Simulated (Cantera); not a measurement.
Charge: 1 mol SiH2Cl2, 0.28 mol CH4, 7.5 mol H2, at 0.550 bar.

Method: chemical equilibrium by Gibbs-energy minimisation in Cantera with the NASA 1993 tables (ideal gas, pure condensed phases). Candidate condensed phases: C, C6H6, C7H8, C8H18, Si, SiC; 109 gas species. Mutual solubility and eutectic melting of coexisting phases are not modelled. The tables' values for SiCl3, SiCl are old estimates; treat these amounts as uncertain. Gases not in the tables: Si2H6 and higher silanes. Rates play no part.

log p: log10 of the partial pressure in bar; n: condensed amount in mol.

| T (°C) | log p H2 | log p HCl | log p SiCl2 | log p SiCl4 | log p SiHCl3 | log p SiCl3 | n Si(s) | n SiC(s) | n Si(l) |
|---|---|---|---|---|---|---|---|---|---|
| 802 | -0.29 | -2.00 | -3.41 | -1.77 | -1.97 | -3.19 | 0.203 | 0.280 | 0 |
| 877 | -0.30 | -1.79 | -2.94 | -1.81 | -2.01 | -2.90 | 0.226 | 0.280 | 0 |
| 952 | -0.30 | -1.62 | -2.55 | -1.89 | -2.08 | -2.67 | 0.249 | 0.280 | 0 |
| 1027 | -0.31 | -1.48 | -2.23 | -2.02 | -2.19 | -2.51 | 0.266 | 0.280 | 0 |
| 1102 | -0.32 | -1.38 | -1.99 | -2.22 | -2.35 | -2.43 | 0.272 | 0.280 | 0 |
| 1177 | -0.32 | -1.32 | -1.82 | -2.49 | -2.56 | -2.44 | 0.270 | 0.280 | 0 |
| 1252 | -0.33 | -1.28 | ___ | ___ | ___ | -2.51 | 0.262 | 0.280 | 0 |
| 1327 | -0.33 | -1.26 | -1.66 | -3.20 | -3.11 | -2.63 | 0.254 | 0.280 | 0 |
| 1402 | -0.33 | -1.26 | -1.63 | -3.58 | -3.39 | -2.76 | 0.247 | 0.280 | 0 |
| 1477 | -0.33 | -1.24 | -1.63 | -3.93 | -3.67 | -2.90 | 0 | 0.280 | 0.260 |
| 1552 | -0.33 | -1.22 | -1.64 | -4.25 | -3.93 | -3.04 | 0 | 0.280 | 0.277 |
| 1627 | -0.33 | -1.21 | -1.65 | -4.56 | -4.18 | -3.17 | 0 | 0.280 | 0.293 |
| 1702 | -0.33 | -1.19 | -1.66 | ___ | ___ | -3.29 | 0 | 0.280 | 0.308 |
| 1777 | -0.34 | -1.18 | -1.68 | -5.11 | -4.63 | -3.41 | 0 | 0.280 | 0.320 |

### Question
Complete the blanks.

### Answer

- 1702, log p SiCl4: -4.84
- 1702, log p SiHCl3: -4.41
- 1252, log p SiCl2: -1.72
- 1252, log p SiCl4: -2.83
- 1252, log p SiHCl3: -2.82
